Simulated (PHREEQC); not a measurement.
Dissolve 0.0033 mol NaCl, 0.16 mol KHSO4 and 0.0074 mol (CH3)4NCl per kg of water at 25 °C. Closed to the air; pH follows from the charge balance.

Model: ion-association model, phreeqc.dat, run in PHREEQC.

Each row changes one thing in this solution. This is a speciation only: nothing precipitates in the calculation.

```csv
case,pH,ionic strength (mol/kgw),Na+ (mol/kgw),SI of Halite (NaCl)
as made,1.28,0.276,0.00309,-6.35
(CH3)4NCl from 0.0074 to 0.00814 mol/kgw,1.28,0.277,0.00309,-6.32
KHSO4 from 0.16 to 0.08 mol/kgw,1.51,0.156,0.00314,-6.30
KHSO4 from 0.16 to 0.32 mol/kgw,1.05,0.498,0.00303,-6.39
diluted 5-fold with water,1.81,0.0681,0.000637,-7.63
KHSO4 left out,6.99,0.0107,0.00330,-6.11
diluted 10-fold with water,2.04,0.0372,0.000322,-8.19
NaCl from 0.0033 to 0.00297 mol/kgw,1.28,0.276,0.00278,-6.41
temperature from 25 to 40 °C,1.33,0.260,0.00310,-6.36
```

Species that the database lacks are ignored. (CH3)4N+ isn't in the database: it is added as a free cation with an ion size of 4 Å. At this temperature some constants are extrapolated from 25 °C, and those without enthalpy data are left unchanged.
